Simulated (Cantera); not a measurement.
Input: 1 mol SiH₄, 86 mol H₂, 0.37 mol CH₄, held at 17.0 mbar.

Cantera equilibrium calculation (NASA polynomials, part measured and part estimated; ideal gas, pure solids and liquids). Candidate condensed phases: C, C₆H₆, C₇H₈, C₈H₁₈, Si, SiC; 87 gas species. Gases not in the tables: Si₂H₆ and higher silanes. Kinetics and transport are ignored.

Q: At 2500 K, list the 4 most abundant gas species with their mole fractions, and the condensed phases.

A: H₂ 0.814, H 0.174, Si 0.00930, C₂H₂ (acetylene) 0.00142. Condensed: gas only.
